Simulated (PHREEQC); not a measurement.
Consider water at 70 °C with 0.0012 mol/kgw H2SO4 and 0.00018 mol/kgw MgCl2. Closed to the air; pH follows from the charge balance.

All values are PHREEQC results (ion-association model, phreeqc.dat), not measurements.

Question: The ionic strength comes out as 0.00323 mol/kgw. What activity coefficients do H+, HSO4-, Cl-, Mg+2, SO4-2 get?

Answer: H+ 0.94, HSO4- 0.94, Cl- 0.93, Mg+2 0.77, SO4-2 0.77.

This is a speciation only: nothing precipitates in the calculation. Species that the database lacks are ignored. At this temperature some constants are extrapolated from 25 °C, and those without enthalpy data are left unchanged.
